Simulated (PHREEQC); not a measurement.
Make-up at 75 °C: 0.039 mol/kgw HF. Closed to the air; pH follows from the charge balance.

Model: ion-association model, phreeqc.dat, run in PHREEQC.

Each row changes one thing in this solution. This is a speciation only: nothing precipitates in the calculation.

```tsv
case	pH	ionic strength (mol/kgw)	HF (mol/kgw)	F- (mol/kgw)	HF2- (mol/kgw)
as made	2.50	0.00341	0.0351	0.00296	0.000451
HF from 0.039 to 0.0585 mol/kgw	2.39	0.00437	0.0533	0.00355	0.000822
temperature from 75 to 15 °C	2.27	0.00581	0.0326	0.00521	0.000596
diluted 10-fold with water	3.06	0.000903	0.00299	0.000891	1.15e-5
HF from 0.039 to 0.0351 mol/kgw	2.52	0.00320	0.0315	0.00281	0.000385
HF replaced by H2SiF6 at the same molality	1.26	0.102	0.0304	0.000191	2.52e-5
```

Some of these states are supersaturated (in SiO2(a), Quartz (slow to form), for instance). Constants without temperature data keep their 25 °C values here. SiF6-2 is the database's only silicon fluoride.
